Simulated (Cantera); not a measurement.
What does this Cantera script print?

```python
import numpy as np
import cantera as ct

gas = ct.Solution("h2o2.yaml")
gas.TPX = 1023, 1333, {'H2': 0.16, 'O2': 1}
inlet = ct.Reservoir(gas, clone=True)

reactor = ct.IdealGasConstPressureReactor(gas, energy="off", clone=False)
exhaust = ct.Reservoir(gas, clone=True)
tau = [1, 0.4, 0.16, 0.061, 0.024, 0.0095, 0.0037][0]
for a, b in ((inlet, reactor), (reactor, exhaust)):
    ct.MassFlowController(a, b, mdot=lambda t: reactor.mass / tau)
net = ct.ReactorNet([reactor])
show = ['H2', 'O2', 'O', 'OH', 'H']

rows = []
print(f"{'tau/s':>10s}{'T/K':>9s}" + "".join(f"{s:>11s}" for s in show))
for tau in [1, 0.4, 0.16, 0.061, 0.024, 0.0095, 0.0037]:
    net.initial_time = 0.0
    net.advance(30 * tau)
    before = gas.X
    net.advance(40 * tau)
    drift = np.max(np.abs(gas.X - before) / (gas.X + 1e-9))
    rows.append([gas.T, *gas[show].X, drift])
    print(f"{tau:10.3e}{gas.T:9.1f}" + "".join(f"{x:11.3e}" for x in gas[show].X))
```

It prints:

```
     tau/s      T/K         H2         O2          O         OH          H
 1.000e+00   1023.0  8.500e-04  8.500e-01  1.546e-03  7.505e-04  2.918e-04
 4.000e-01   1023.0  1.454e-03  8.487e-01  2.721e-03  1.051e-03  7.196e-04
 1.600e-01   1023.0  2.467e-03  8.463e-01  4.692e-03  1.482e-03  1.752e-03
 6.100e-02   1023.0  4.284e-03  8.420e-01  8.064e-03  2.124e-03  4.339e-03
 2.400e-02   1023.0  7.297e-03  8.352e-01  1.295e-02  2.960e-03  9.822e-03
 9.500e-03   1023.0  1.242e-02  8.258e-01  1.889e-02  3.958e-03  1.956e-02
 3.700e-03   1023.0  2.167e-02  8.172e-01  2.339e-02  4.966e-03  3.152e-02
```

Computed with Cantera and the H2/O2 subset of GRI-Mech 3.0, which has no nitrogen chemistry. Radical loss at walls, strong at low pressure, is not modelled. The temperature is held fixed by assumption; the heat of reaction is taken as removed at once.
